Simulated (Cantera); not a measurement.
# Al + Cl2 (aluminium and copper etching)

Charge: 1 mol Al, a varied amount of Cl2, at 602 °C and 7.50 Torr.

Cantera equilibrium calculation (NASA polynomials, part measured and part estimated; ideal gas, pure solids and liquids). Candidate condensed phases: Al, AlCl3; 8 gas species. The tables' values for AlCl2 are old estimates; treat these amounts as uncertain. Equilibrium is a limit: real reactors are often held back by kinetics, nucleation or transport.

From 0.51 mol Cl2 to 1.3 mol Cl2 the condensed part is Al(s). From 1.5 mol Cl2 to 2.4 mol Cl2 nothing is condensed. The main Al-bearing gas is AlCl3 throughout.

```json
[
 {"n(Cl2) (mol)": "0.51", "x AlCl3": "0.977", "x Cl2": "<1e-12", "x AlCl": "0.0115", "x Al2Cl6": "0.00698", "x AlCl2": "0.00484", "x Cl": "<1e-12", "n Al(s)": "0.657"},
 {"n(Cl2) (mol)": "0.59", "x AlCl3": "0.977", "x Cl2": "<1e-12", "x AlCl": "0.0115", "x Al2Cl6": "0.00698", "x AlCl2": "0.00484", "x Cl": "<1e-12", "n Al(s)": "0.603"},
 {"n(Cl2) (mol)": "0.69", "x AlCl3": "0.977", "x Cl2": "<1e-12", "x AlCl": "0.0115", "x Al2Cl6": "0.00698", "x AlCl2": "0.00484", "x Cl": "<1e-12", "n Al(s)": "0.536"},
 {"n(Cl2) (mol)": "0.81", "x AlCl3": "0.977", "x Cl2": "<1e-12", "x AlCl": "0.0115", "x Al2Cl6": "0.00698", "x AlCl2": "0.00484", "x Cl": "<1e-12", "n Al(s)": "0.455"},
 {"n(Cl2) (mol)": "0.94", "x AlCl3": "0.977", "x Cl2": "<1e-12", "x AlCl": "0.0115", "x Al2Cl6": "0.00698", "x AlCl2": "0.00484", "x Cl": "<1e-12", "n Al(s)": "0.368"},
 {"n(Cl2) (mol)": "1.1", "x AlCl3": "0.977", "x Cl2": "<1e-12", "x AlCl": "0.0115", "x Al2Cl6": "0.00698", "x AlCl2": "0.00484", "x Cl": "<1e-12", "n Al(s)": "0.260"},
 {"n(Cl2) (mol)": "1.3", "x AlCl3": "0.977", "x Cl2": "<1e-12", "x AlCl": "0.0115", "x Al2Cl6": "0.00698", "x AlCl2": "0.00484", "x Cl": "<1e-12", "n Al(s)": "0.125"},
 {"n(Cl2) (mol)": "1.5", "x AlCl3": "0.993", "x Cl2": "3.60e-10", "x AlCl": "<1e-12", "x Al2Cl6": "0.00721", "x AlCl2": "9.46e-9", "x Cl": "8.74e-9", "n Al(s)": "0"},
 {"n(Cl2) (mol)": "1.7", "x AlCl3": "0.827", "x Cl2": "0.167", "x AlCl": "<1e-12", "x Al2Cl6": "0.00501", "x AlCl2": "<1e-12", "x Cl": "0.000188", "n Al(s)": "0"},
 {"n(Cl2) (mol)": "2", "x AlCl3": "0.662", "x Cl2": "0.334", "x AlCl": "<1e-12", "x Al2Cl6": "0.00321", "x AlCl2": "<1e-12", "x Cl": "0.000266", "n Al(s)": "0"},
 {"n(Cl2) (mol)": "2.4", "x AlCl3": "0.523", "x Cl2": "0.474", "x AlCl": "<1e-12", "x Al2Cl6": "0.00200", "x AlCl2": "<1e-12", "x Cl": "0.000317", "n Al(s)": "0"}
]
```
x: gas mole fraction; n: condensed amount in mol.
